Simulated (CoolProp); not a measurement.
Properties of n-perfluorohexane along the isotherm 176.85 °C (Tc = 174.9 °C, pc = 1.742 MPa, ω = 0.497).

The numbers come from the reference Helmholtz-energy equation of state, Gao 2022 in CoolProp.

```
p (MPa)          phase  cp (kJ/(kg K))  cv (kJ/(kg K))  speed of sound (m/s)  expansivity (1/kK)  fugacity coefficient
-------  -------------  --------------  --------------  --------------------  ------------------  --------------------
0.187              gas           1.015          0.9852                 102.7               2.548                0.9632
0.373              gas           1.025          0.9882                 98.54               2.957                     ?
0.56               gas           1.038          0.9918                 94.00                   ?                0.8907
0.746              gas           1.055          0.9959                 89.02               4.208                0.8550
0.933              gas           1.080           1.001                 83.43               5.234                0.8191
1.12               gas           1.119           1.007                     ?               6.812                0.7832
1.31               gas           1.187           1.015                 69.55               9.601                0.7465
1.49               gas           1.324           1.025                 60.92               15.20                0.7110
1.68               gas           1.872           1.044                 48.99               37.08                0.6720
1.87     supercritical           3.204           1.067                 48.67               77.60                     ?
2.05     supercritical           1.830           1.056                 70.62               24.45                0.5821
2.24     supercritical           1.596               ?                 85.86               15.81                0.5424
2.43     supercritical           1.495           1.046                 97.87               12.20                0.5088
2.61     supercritical           1.439           1.044                 107.6               10.24                0.4813
```

Q: What belongs in the gaps?

A: 
- 0.373, fugacity coefficient: 0.9269
- 0.56, expansivity (1/kK): 3.491
- 1.12, speed of sound (m/s): 77.08
- 1.87, fugacity coefficient: 0.6264
- 2.24, cv (kJ/(kg K)): 1.050

The peak of cp marks the crossing from liquid-like to gas-like fluid above the critical point.
